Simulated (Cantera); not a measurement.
Feed: 1 mol Ta, 1 mol CO2, 88 mol H2, at 2523 K and 10000 Pa.

Equilibrium computed with Cantera from the NASA thermochemical tables; the gas is ideal and each condensed phase is pure. Candidate condensed phases: C, C6H6, C7H8, C8H18, H2O, Ta, TaC, Ta2O5; 113 gas species. Condensed phases not in the tables: Ta2C, N, O or C dissolved in the metal. Equilibrium is a limit: real reactors are often held back by kinetics, nucleation or transport.

**Question.** What is the equilibrium state?

**Answer.** 
```
Property                                   Result
--------------------------------------  ---------
x(H2)                                       0.898
x(H)                                       0.0833
x(CO)                                      0.0107
x(H2O)                                    0.00435
x(TaO2)                                   0.00258
x(TaO)                                    0.00111
x(OH)                                     8.58e-5
x(CO2)                                    8.29e-6
x(O)                                      5.22e-6
n(Ta(s))                                0.656 mol
gas amount                              93.23 mol
log10 activity of Ta2O5(l) (absent)         -1.16
log10 activity of TaC(s) (absent)           -2.39
log10 activity of C(graphite) (absent)      -5.29
```
